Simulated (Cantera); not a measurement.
B + H2 + N2 (boron, boron nitride and boron oxide)

A closed system holds: 1 mol B, 150 mol H2, 0.49 mol N2, held at 2125 K and 46.0 mbar.

These are equilibrium values from Cantera (NASA tables, ideal gas, pure condensed phases), not measurements of a reactor. Candidate condensed phases: B, BN; 15 gas species. The tables' values for BH2 are old estimates; treat these amounts as uncertain. Gases not in the tables: B2H6 and higher boranes. The numbers say what is thermodynamically allowed, not how fast it happens.

The x(H2) is 0.979. The x(H) is 0.0168 and the x(N2) is 0.00323. The x(BH2) is 0.000899, the x(B) comes out as 2.05e-5 and the x(BH3) comes out as 1.01e-5. The x(BH) is 6.46e-6 and the n(B(s)) comes out as 0.858 mol. The gas amount comes out as 151.8 mol.
